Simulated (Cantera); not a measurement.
Feed: 1 mol PbO, 0.62 mol O₂, a varied amount of H₂, equilibrated at 927 °C and 4300 Pa.

Method: chemical equilibrium by Gibbs-energy minimisation in Cantera with the NASA 1993 tables (ideal gas, pure condensed phases). Candidate condensed phases: H₂O, Pb, PbO, PbO₂, Pb₃O₄; 12 gas species. Kinetics and transport are ignored.

**Question.** At 32 mol H₂, list the 3 most abundant gas species with their mole fractions, and the condensed phases.

**Answer.** H₂ 0.916, H₂O 0.0690, Pb 0.0150. Condensed: Pb(l).
